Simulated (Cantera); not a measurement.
Cantera run, input and output.

```python
import numpy as np
import cantera as ct

gas = ct.Solution("gri30.yaml")


def delay(T, t_max=10):
    gas.TPX = T, 500000, {'CH4': 1, 'O2': 4.17, 'N2': 15.7, 'H2O': 2.7}
    reactor = ct.IdealGasReactor(gas, clone=False)
    net = ct.ReactorNet([reactor])
    net.rtol, net.atol = 1e-8, 1e-16
    while net.time < t_max:
        t_old, T_old = net.time, reactor.T
        net.step()
        if reactor.T > T + 400:  # ignition: a rise of 400 K
            return t_old + (T + 400 - T_old) / (reactor.T - T_old) * (net.time - t_old)
    return np.nan


taus = []
for T in [1250, 1350, 1450, 1550, 1650, 1750]:
    taus.append(delay(T))
    print(f"T0 = {T:6g} K   tau = {taus[-1]:.4e} s")
```

Output:

```
T0 =   1250 K   tau = 4.1464e-03 s
T0 =   1350 K   tau = 1.3497e-03 s
T0 =   1450 K   tau = 4.7925e-04 s
T0 =   1550 K   tau = 1.8378e-04 s
T0 =   1650 K   tau = 7.6925e-05 s
T0 =   1750 K   tau = 3.5572e-05 s
```

Model: GRI-Mech 3.0 (53 species, 325 reactions), integrated in Cantera.
